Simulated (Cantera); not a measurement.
A closed system holds: 1 mol SiH4, 290 mol H2, at 1473 K and 7200 Pa.

Equilibrium computed with Cantera from the NASA thermochemical tables; the gas is ideal and each condensed phase is pure. Candidate condensed phases: Si; 9 gas species. Kinetics and transport are ignored.

**Question.** What is the equilibrium state?

**Answer.** x(H2): 1.000
x(H): 4.71e-5
x(SiH2): 1.05e-6
n(Si(s)): 1.000 mol
gas amount: 292.0 mol
